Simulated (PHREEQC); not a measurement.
Solution A (0.23 mol KH2PO4 and 0.0083 mol HCl per kg of water) is mixed with solution B (25 mmol/kgw Cu(NO3)2, 31 mmol/kgw H2SO4 and 0.19 mmol/kgw KCl) at 45 °C; shares are by mass of water, 1 kg in all. O2 is buffered at 0.21 atm. CO2 from the air is kept out. Only these solids could form: Cu(OH)2, Brochantite, Antlerite, Atacamite, Cu2(OH)3NO3, Cu3(PO4)2:3H2O, Chalcanthite.

All values are PHREEQC results (ion-association model, wateq4f.dat), not measurements.

| share of solution B | pH | H2PO4- (mol/kgw) | Cu+2 (mol/kgw) | HSO4- (mol/kgw) |
|---|---|---|---|---|
| 0 | 3.54 | 0.222 | 0 | 0 |
| 0.1 | 3.28 | 0.194 | ___ | 6.01e-5 |
| 0.2 | 3.08 | ___ | ___ | 0.000192 |
| 0.4 | 2.74 | 0.111 | 0.00852 | 0.000845 |
| 0.5 | 2.57 | 0.0847 | 0.0102 | 0.00154 |
| 0.6 | 2.39 | 0.0593 | ___ | 0.00274 |
| 0.8 | 1.93 | 0.0176 | ___ | 0.00845 |
| 0.9 | ___ | 0.00583 | 0.0177 | 0.0135 |
| 1 | 1.45 | 0 | 0.0204 | 0.0189 |

Task: Fill in the missing entries.

Result: 
- 0.1, Cu+2 (mol/kgw): 0.00238
- 0.2, H2PO4- (mol/kgw): 0.166
- 0.2, Cu+2 (mol/kgw): 0.00459
- 0.6, Cu+2 (mol/kgw): 0.0119
- 0.8, Cu+2 (mol/kgw): 0.0154
- 0.9, pH: 1.67

Complexes and solids missing from the database can't appear. H3PO4, which wateq4f.dat lacks, is added to it with the constant of phreeqc.dat. Constants without temperature data keep their 25 °C values here. The database has no phosphate complexes of Cu.
